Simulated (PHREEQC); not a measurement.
1 kg of water holding 52 mmol/kgw Na2SO4, 1.5 mmol/kgw Na2B4O7 and 160 mmol/kgw KCl is evaporated at 25 °C; the solids stay in contact with the brine. The system is closed to CO2. Only these solids could form: Arcanite, Glaserite, Halite, Mirabilite, Misenite, Sylvite, Thenardite, Borax, Boric_acid,s, KB5O8:4H2O, K2B4O7:4H2O, NaBO2:4H2O, NaB5O8:5H2O, Teepleite.

The series has 28 steps of water left (kg), from 1 to 0.004964.

Equilibrium calculation in PHREEQC: Pitzer model, pitzer.dat.

Question: Which solids form, in which order, and at which step of the series does each first stand?

Answer: Arcanite from water left = 0.0781 kg (pH 8.89), last present at water left = 0.0642 kg; Glaserite from water left = 0.0642 kg (pH 8.86); Sylvite from water left = 0.02414 kg (pH 8.66); Borax from water left = 0.0163 kg (pH 8.52); Halite from water left = 0.01338 kg (pH 8.49).
